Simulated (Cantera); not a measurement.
Silicon epitaxy and polysilicon growth: Si2Cl6 + Cl2 + N2

Input: 1 mol Si2Cl6, 0.27 mol Cl2, 250 mol N2, held at 1298.15 K and 0.480 bar.

Equilibrium computed with Cantera from the NASA thermochemical tables; the gas is ideal and each condensed phase is pure. Candidate condensed phases: Si, Si3N4; 13 gas species. The feed counts by its element totals alone. N2 is the only nitrogen source here; it is nearly inert below about 1500 K, so the nitride shown seldom forms there in practice. The tables' values for SiCl3 are old estimates; treat these amounts as uncertain. Equilibrium is a limit: real reactors are often held back by kinetics, nucleation or transport.

```
Item                                  Value
--------------------------------  ---------
x(N2)                                 0.993
x(SiCl4)                            0.00627
x(SiCl3)                           0.000266
x(SiCl2)                            6.75e-5
n(Si3N4(s))                       0.113 mol
gas amount                        251.4 mol
log10 activity of Si(s) (absent)      -4.00
```
